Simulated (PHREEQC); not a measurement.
## Copper plating or etch bath: an equilibrium model

Consider water at 20 °C with 0.02 mol CuCl2, 0.0037 mol HNO3 and 0.0037 mol H3BO3 per kg of water. Closed to the air; pH follows from the charge balance.

Equilibrium calculation in PHREEQC: ion-association model, phreeqc.dat.

Precipitation was switched off in this run.

**Question.** What pH, density does the model give?

**Answer.** pH 2.50; density 1.001 g/cm³.

**Question.** In which forms is Cu present?

**Answer.** Cu+2 96 %, CuCl+ 3.6 % of the Cu.
